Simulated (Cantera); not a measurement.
# Thermodynamics of abatement and gas-phase synthesis, feed SO2 + O2 + N2 + H2O

A closed system holds: 1 mol SO2, 0.78 mol O2, 17 mol N2, 7.4 mol H2O, held at 2350 °C and 1000 Pa.

These are equilibrium values from Cantera (NASA tables, ideal gas, pure condensed phases), not measurements of a reactor. Candidate condensed phases: H2O, H2SO4, S; 35 gas species. Equilibrium is a limit: real reactors are often held back by kinetics, nucleation or transport.

```json
{
  "x(N2)": "0.548",
  "x(H2O)": "0.111",
  "x(H)": "0.100",
  "x(H2)": "0.0566",
  "x(O)": "0.0531",
  "x(OH)": "0.0465",
  "x(O2)": "0.0422",
  "x(SO2)": "0.0202",
  "x(SO)": "0.0108",
  "gas_amount": "30.75 mol",
  "log10 activity of S(l) (absent)": "-5.52"
}
```
